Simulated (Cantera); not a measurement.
An isothermal, constant-pressure homogeneous reactor starts with 1.57 % H₂, 98.4 % O₂, equivalence ratio 0.0080, at 1325 K and 0.00870 bar.

Detailed kinetics in Cantera: the H2/O2 subset of GRI-Mech 3.0, which has no nitrogen chemistry. Radical loss at walls, strong at low pressure, is not modelled.

x: mole fraction; the columns are a selection and need not sum to one.

```
t (s)           x H₂   x O₂        x OH       x HO₂       x H₂O         x H
--------  ----------  -----  ----------  ----------  ----------  ----------
0.000800      0.0157  0.984     1.48e-7     6.31e-8     1.50e-7     3.02e-8
0.00205       0.0157  0.984  (withheld)  (withheld)  (withheld)  (withheld)
0.00528      0.00606  0.976     0.00323     8.01e-7     0.00757    0.000991
0.0136       9.73e-5  0.970     0.00172     5.48e-7      0.0144    0.000784
0.0348       9.27e-5  0.970     0.00168     5.37e-7      0.0145    0.000733
0.0894    (withheld)  0.972     0.00159     5.12e-7      0.0146  (withheld)
0.230        6.46e-5  0.975     0.00141     4.54e-7      0.0148    0.000417
0.590        3.73e-5  0.979     0.00107     3.45e-7      0.0152    0.000179
1.52         1.40e-5  0.982    0.000657     1.99e-7      0.0155     4.04e-5
3.89         3.56e-6  0.984    0.000332     8.21e-8      0.0157     5.12e-6
10.0         7.61e-7  0.984    0.000154     2.80e-8      0.0158     5.05e-7
```

Task: What belongs in the gaps?

Result: 
- 0.00205, x OH: 4.28e-6
- 0.00205, x HO₂: 1.65e-7
- 0.00205, x H₂O: 6.11e-6
- 0.00205, x H: 8.08e-7
- 0.0894, x H₂: 8.34e-5
- 0.0894, x H: 0.000620
